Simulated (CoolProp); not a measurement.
Aqueous propylene glycol as a coolant, at 15 °C, 1 atm.

Computed with CoolProp (Melinder's fits for secondary coolants).

```
mass %  freezing point (°C)  Prandtl number  viscosity (mPa s)  cp (kJ/(kg K))  conductivity (W/(m K))
------  -------------------  --------------  -----------------  --------------  ----------------------
5.3                    -1.3            10.3               1.40           4.123                   0.562
12.2                      ?            13.8                  ?           4.048                   0.526
19.1                   -6.7            18.8               2.32           3.976                   0.491
26                    -10.4               ?                  ?           3.896                   0.459
32.9                  -14.8            36.1               4.06           3.802                       ?
39.8                  -20.4            50.3               5.42           3.694                   0.398
46.7                  -27.8            69.1               7.16           3.572                   0.370
53.6                  -37.8            93.6               9.34           3.442                   0.343
```

Question: Fill in the missing entries.

Answer: 
- 12.2, freezing point (°C): -3.7
- 12.2, viscosity (mPa s): 1.79
- 26, Prandtl number: 25.9
- 26, viscosity (mPa s): 3.05
- 32.9, conductivity (W/(m K)): 0.428
